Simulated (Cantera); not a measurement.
Standard-state values (1 bar) from the NASA 1993 polynomials, evaluated with Cantera. Values are per mole of reaction as written; species without (g) are pure solids or liquids, kept so even where they would boil at 1 bar.

Q: Between 300 and 1023 K, where is each reaction favourable under standard conditions?
- 4 NO(g) + SO3(g) + MgO = MgS + 4 NO2(g)
- 2 MgO + 3 S = 2 MgS + SO2(g)

A: 
- 4 NO(g) + SO3(g) + MgO = MgS + 4 NO2(g): ΔG° is 458 kJ at 300 K and 546 kJ at 1023 K; it stays positive (K < 1). ΔH° is 420 kJ and ΔS° -123 J/K at 1023 K.
- 2 MgO + 3 S = 2 MgS + SO2(g): ΔG° is 155 kJ at 300 K and 44 kJ at 1023 K; it stays positive (K < 1). ΔH° is 175 kJ and ΔS° 129 J/K at 1023 K.
